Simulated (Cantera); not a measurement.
Charge: 1 mol SiH4, 1.8 mol O3, 0.083 mol O2, equilibrated at 0.890 bar.

These are equilibrium values from Cantera (NASA tables, ideal gas, pure condensed phases), not measurements of a reactor. Candidate condensed phases: H2O, Si, SiO2; 18 gas species. The tables hold silica as quartz up to 1696 K and as liquid above; real silica turns to tridymite and cristobalite and melts near 1996 K. Gases not in the tables: Si(OH)4. Kinetics and transport are ignored.

Task: Which condensed phases are stable at each of these points (T (°C)): 277, 477, 677, 877, 1077, 1277, 1477, 1677?

Result: 
| T (°C) | condensed phases | Si condensed (%) |
|---|---|---|
| 277 | SiO2(α-quartz) | 100.0 |
| 477 | SiO2(α-quartz) | 100.0 |
| 677 | SiO2(β-quartz) | 100.0 |
| 877 | SiO2(β-quartz) | 100.0 |
| 1077 | SiO2(β-quartz) | 100.0 |
| 1277 | SiO2(β-quartz) | 100.0 |
| 1477 | SiO2(condensed) | 100.0 |
| 1677 | SiO2(condensed) | 100.0 |

From 277 °C to 477 °C the condensed part is SiO2(α-quartz). From 677 °C to 1277 °C the condensed part is SiO2(β-quartz). From 1477 °C to 1677 °C the condensed part is SiO2(condensed).
